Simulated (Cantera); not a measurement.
A closed system holds: 1 mol FeS2, 71 mol H2, 0.22 mol H2O, held at 1750 K and 1.90 mbar.

Equilibrium computed with Cantera from the NASA thermochemical tables; the gas is ideal and each condensed phase is pure. Candidate condensed phases: Fe, FeO, Fe(OH)2, Fe(OH)3, FeS, FeSO4, FeS2, Fe2O3, Fe2(SO4)3, Fe3O4, H2O, H2SO4, S; 22 gas species. Rates play no part.

Base state: H2 0.966, S2 0.00889, Fe 0.00733, H 0.00524, H2S 0.00510, SH 0.00351, H2O 0.00300, S 0.00106 (mole fractions); condensed: Fe(δ).

Question: What changes in the equilibrium state with this change: pressure from 1.90 mbar to 19.0 mbar?

Answer: 
```json
[
 {"species": "H2", "before": "0.966", "after": "0.973"},
 {"species": "H2S", "before": "0.00510", "after": "0.0131"},
 {"species": "S2", "before": "0.00889", "after": "0.00579"},
 {"species": "Fe", "before": "0.00733", "after": "0.000733"},
 {"species": "S", "before": "0.00106", "after": "0.000271"},
 {"species": "SO", "before": "2.38e-5", "after": "6.16e-6"},
 {"species": "H", "before": "0.00524", "after": "0.00166"},
 {"species": "SH", "before": "0.00351", "after": "0.00284"},
 {"species": "Fe(δ), mol", "before": "0.466", "after": "0.947"}
]
```

Question: What changes in the equilibrium state with this change: H2 from 71 to 2200 mol?

Answer: 
| species | before | after |
|---|---|---|
| H2 | 0.966 | 0.993 |
| H | 0.00524 | 0.00532 |
| Fe | 0.00733 | 0.000453 |
| S2 | 0.00889 | 5.72e-5 |
| SO | 2.38e-5 | 6.18e-8 |
| H2O | 0.00300 | 9.96e-5 |
| S | 0.00106 | 8.51e-5 |
| SH | 0.00351 | 0.000285 |
| Fe(δ), mol | 0.466 | 0 |

Question: What changes in the equilibrium state with this change: FeS2 replaced by V2O5?

Answer: 
| species | before | after |
|---|---|---|
| H2 | 0.966 | 0.964 |
| H2O | 0.00300 | 0.0310 |
| H | 0.00524 | 0.00524 |
| S2 | 0.00889 | 0 |
| Fe | 0.00733 | 0 |
| VO2 | 0 | 0.000135 |
| H2S | 0.00510 | 0 |
| SH | 0.00351 | 0 |
| Fe(δ), mol | 0.466 | 0 |
| V2O3(s), mol | 0 | 0.995 |
Condensed phases not in the tables: the oxides between V2O3 and V2O5 other than VO2. Further candidate phases: V, VO, V2O3, V2O4, V2O5.
